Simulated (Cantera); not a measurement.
## Pyrogenic steam for wet oxidation

An isothermal, constant-pressure homogeneous reactor starts with 15.3 % H₂, 17.6 % O₂, 67.0 % N₂, equivalence ratio 0.43, at 1398 K and 51000 Pa.

Computed with Cantera and GRI-Mech 3.0 (53 species, 325 reactions). The temperature is held fixed by assumption; the heat of reaction is taken as removed at once.

| t (s) | x H₂ | x O₂ | x OH | x H₂O₂ | x HO₂ | x H |
|---|---|---|---|---|---|---|
| 9.00e-5 | 0.0108 | 0.106 | 0.00717 | 2.92e-6 | 3.52e-5 | 0.0244 |
| 0.000294 | 0.00169 | 0.107 | 0.00264 | 1.67e-6 | 2.49e-5 | 0.00114 |
| 0.000957 | 0.000127 | 0.108 | 0.000717 | 4.09e-7 | 4.96e-6 | 2.26e-5 |
| 0.00312 | 1.42e-5 | 0.108 | 0.000254 | 9.78e-8 | 7.61e-7 | 9.61e-7 |
| 0.0102 | 2.63e-6 | 0.108 | 0.000113 | 2.68e-8 | 1.72e-7 | 8.48e-8 |
| 0.0332 | 7.05e-7 | 0.108 | 5.95e-5 | 8.79e-9 | 7.11e-8 | 1.24e-8 |
| 0.108 | 3.40e-7 | 0.108 | 4.09e-5 | 4.64e-9 | 5.91e-8 | 4.23e-9 |
| 0.353 | 3.13e-7 | 0.108 | 3.91e-5 | 4.30e-9 | 5.88e-8 | 3.73e-9 |
| 1.15 | 3.12e-7 | 0.108 | 3.91e-5 | 4.30e-9 | 5.88e-8 | 3.73e-9 |
| 3.76 | 3.12e-7 | 0.108 | 3.91e-5 | 4.30e-9 | 5.88e-8 | 3.73e-9 |
| 12.3 | 3.12e-7 | 0.108 | 3.91e-5 | 4.30e-9 | 5.88e-8 | 3.73e-9 |
| 40.0 | 3.12e-7 | 0.108 | 3.91e-5 | 4.30e-9 | 5.88e-8 | 3.73e-9 |
x: mole fraction; the columns are a selection and need not sum to one.

Equilibrium at this temperature and pressure: H₂ 3.13e-7, O₂ 0.108, OH 3.91e-5, H₂O₂ 4.30e-9, HO₂ 5.87e-8, H 3.73e-9 (gas phase only).
